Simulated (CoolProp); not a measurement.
The numbers come from the reference Helmholtz-energy equation of state, Lemmon 2013 in CoolProp.

Task: For propylene, give the phase and the cp (kJ/(kg K)), cv (kJ/(kg K)), Joule-Thomson coefficient (K/MPa), viscosity (µPa s) at 575 K and 0.36 bar; 575 K and 0.64 bar; 575 K and 20.3 bar.

Result: 
- 575 K and 0.36 bar: gas; cp 2.50, cv 2.30, Joule-Thomson coefficient 2.92, viscosity 15.9
- 575 K and 0.64 bar: gas; cp 2.50, cv 2.30, Joule-Thomson coefficient 2.92, viscosity 15.9
- 575 K and 20.3 bar: gas; cp 2.55, cv 2.31, Joule-Thomson coefficient 2.89, viscosity 16.6

Viscosity comes from a separate model (Huber 2003), an estimate that may be off by 10 % or more.
